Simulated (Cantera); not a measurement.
Source: NASA polynomial tables (part measured, part estimated), evaluated in Cantera. Values are per mole of reaction as written; species without (g) are pure solids or liquids, kept so even where they would boil at 1 bar.

2 Nb2O5 + 5 H2(g) → 10 OH(g) + 4 Nb, with ΔH° = 4192.5 kJ and ΔS° = 1055.0 J/K at 300 K.

### Question
How far is the shortcut ΔG° ≈ ΔH°(300 K) − T·ΔS°(300 K) from the full temperature-dependent value at 1048, 1073, 1098, 1123, 1148, 1173, 1198, 1223, 1248, 1273, 1298 K?

### Answer
```csv
T (K),shortcut (kJ),full (kJ),difference (kJ),difference in log10 K
1048,3086.9,3114.2,-27.3,1.36
1073,3060.5,3089.7,-29.1,1.42
1098,3034.2,3065.2,-31.0,1.48
1123,3007.8,3040.8,-33.0,1.53
1148,2981.4,3016.4,-35.0,1.59
1173,2955.0,2992.0,-37.0,1.65
1198,2928.7,2967.7,-39.1,1.70
1223,2902.3,2943.5,-41.2,1.76
1248,2875.9,2919.3,-43.3,1.81
1273,2849.5,2895.1,-45.5,1.87
1298,2823.2,2870.9,-47.8,1.92
```
The shortcut ignores the heat-capacity change of the reaction.
